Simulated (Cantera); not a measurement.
TiO2 + H2 + H2O (hydrogen reduction and annealing atmospheres)

Input: 1 mol TiO2, a varied amount of H2, 0.12 mol H2O, equilibrated at 1327 °C and 10.0 mbar.

These are equilibrium values from Cantera (NASA tables, ideal gas, pure condensed phases), not measurements of a reactor. Candidate condensed phases: H2O, Ti, TiO, TiO2, Ti2O3, Ti3O5, Ti4O7; 12 gas species. Mutual solubility and eutectic melting of coexisting phases are not modelled. Condensed phases not in the tables: Magnéli phases beyond Ti4O7. Equilibrium is a limit: real reactors are often held back by kinetics, nucleation or transport.

```json
[
 {"n(H2) (mol)": "0.44", "log p H2": "-2.10", "log p H2O": "-2.67", "log p H": "-5.32", "log p OH": "-7.29", "log p O": "-10.58", "log p TiO": "-12.67", "n TiO2(rutile)": "1.00", "n Ti4O7(s)": "0", "n Ti3O5(s)": "0"},
 {"n(H2) (mol)": "0.84", "log p H2": "-2.06", "log p H2O": "-2.90", "log p H": "-5.29", "log p OH": "-7.55", "log p O": "-10.86", "log p TiO": "-12.39", "n TiO2(rutile)": "1.00", "n Ti4O7(s)": "0", "n Ti3O5(s)": "0"},
 {"n(H2) (mol)": "1.6", "log p H2": "-2.03", "log p H2O": "-3.16", "log p H": "-5.28", "log p OH": "-7.81", "log p O": "-11.14", "log p TiO": "-12.11", "n TiO2(rutile)": "1.00", "n Ti4O7(s)": "0", "n Ti3O5(s)": "0"},
 {"n(H2) (mol)": "3.1", "log p H2": "-2.02", "log p H2O": "-3.43", "log p H": "-5.27", "log p OH": "-8.09", "log p O": "-11.43", "log p TiO": "-11.82", "n TiO2(rutile)": "1.00", "n Ti4O7(s)": "0", "n Ti3O5(s)": "0"},
 {"n(H2) (mol)": "5.9", "log p H2": "-2.01", "log p H2O": "-3.51", "log p H": "-5.27", "log p OH": "-8.17", "log p O": "-11.51", "log p TiO": "-11.74", "n TiO2(rutile)": "0.733", "n Ti4O7(s)": "0.0668", "n Ti3O5(s)": "0"},
 {"n(H2) (mol)": "11", "log p H2": "-2.01", "log p H2O": "-3.51", "log p H": "-5.27", "log p OH": "-8.17", "log p O": "-11.51", "log p TiO": "-11.74", "n TiO2(rutile)": "0.100", "n Ti4O7(s)": "0.225", "n Ti3O5(s)": "0"},
 {"n(H2) (mol)": "21", "log p H2": "-2.01", "log p H2O": "-3.76", "log p H": "-5.27", "log p OH": "-8.42", "log p O": "-11.77", "log p TiO": "-11.55", "n TiO2(rutile)": "0", "n Ti4O7(s)": "0.250", "n Ti3O5(s)": "0"},
 {"n(H2) (mol)": "41", "log p H2": "-2.00", "log p H2O": "-4.02", "log p H": "-5.27", "log p OH": "-8.69", "log p O": "-12.03", "log p TiO": "-11.35", "n TiO2(rutile)": "0", "n Ti4O7(s)": "0.177", "n Ti3O5(s)": "0.0972"},
 {"n(H2) (mol)": "78", "log p H2": "-2.00", "log p H2O": "-4.24", "log p H": "-5.27", "log p OH": "-8.91", "log p O": "-12.25", "log p TiO": "-11.21", "n TiO2(rutile)": "0", "n Ti4O7(s)": "0", "n Ti3O5(s)": "0.333"},
 {"n(H2) (mol)": "150", "log p H2": "-2.00", "log p H2O": "-4.52", "log p H": "-5.27", "log p OH": "-9.19", "log p O": "-12.54", "log p TiO": "-11.02", "n TiO2(rutile)": "0", "n Ti4O7(s)": "0", "n Ti3O5(s)": "0.333"},
 {"n(H2) (mol)": "290", "log p H2": "-2.00", "log p H2O": "-4.81", "log p H": "-5.27", "log p OH": "-9.48", "log p O": "-12.82", "log p TiO": "-10.82", "n TiO2(rutile)": "0", "n Ti4O7(s)": "0", "n Ti3O5(s)": "0.333"},
 {"n(H2) (mol)": "550", "log p H2": "-2.00", "log p H2O": "-5.08", "log p H": "-5.26", "log p OH": "-9.76", "log p O": "-13.10", "log p TiO": "-10.64", "n TiO2(rutile)": "0", "n Ti4O7(s)": "0", "n Ti3O5(s)": "0.333"}
]
```
log p: log10 of the partial pressure in bar; n: condensed amount in mol.

From 0.44 mol H2 to 3.1 mol H2 the condensed part is TiO2(rutile). From 5.9 mol H2 to 11 mol H2 the condensed part is TiO2(rutile) + Ti4O7(s). At 21 mol H2 the condensed part is Ti4O7(s). At 41 mol H2 the condensed part is Ti3O5(s) + Ti4O7(s). From 78 mol H2 to 550 mol H2 the condensed part is Ti3O5(s).
